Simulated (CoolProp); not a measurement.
A closed Brayton cycle with carbon dioxide: compressor inlet 320.15 K and 9.6 MPa, high pressure 18.8 MPa, turbine inlet 990 K, compressor efficiency 0.8, turbine efficiency 0.93, recuperator effectiveness 0.9 (on enthalpy, no pinch check). Each further row changes one setting.

Values from CoolProp's reference Helmholtz-energy equation of state, Span 1996.

```json
[
 {"case": "as stated", "thermal efficiency (%)": "33.8", "net work (kJ/kg)": "88.9", "compressor to turbine work": "0.22", "compressor exit (K)": "361.5", "turbine exit (K)": "895.2"},
 {"case": "turbine inlet 940 K", "thermal efficiency (%)": "33.0", "net work (kJ/kg)": "82.8", "compressor to turbine work": "?", "compressor exit (K)": "361.5", "turbine exit (K)": "?"},
 {"case": "compressor inlet 330.15 K", "thermal efficiency (%)": "33.8", "net work (kJ/kg)": "?", "compressor to turbine work": "0.29", "compressor exit (K)": "?", "turbine exit (K)": "895.2"},
 {"case": "high pressure 16 MPa", "thermal efficiency (%)": "30.1", "net work (kJ/kg)": "?", "compressor to turbine work": "?", "compressor exit (K)": "351.4", "turbine exit (K)": "917.5"},
 {"case": "recuperator effectiveness 0.5", "thermal efficiency (%)": "?", "net work (kJ/kg)": "88.9", "compressor to turbine work": "0.22", "compressor exit (K)": "361.5", "turbine exit (K)": "895.2"}
]
```

Task: Fill in the missing entries.

Result: 
- turbine inlet 940 K, compressor to turbine work: 0.23
- turbine inlet 940 K, turbine exit (K): 848.5
- compressor inlet 330.15 K, net work (kJ/kg): 81.2
- compressor inlet 330.15 K, compressor exit (K): 383.5
- high pressure 16 MPa, net work (kJ/kg): 69.4
- high pressure 16 MPa, compressor to turbine work: 0.21
- recuperator effectiveness 0.5, thermal efficiency (%): 17.1
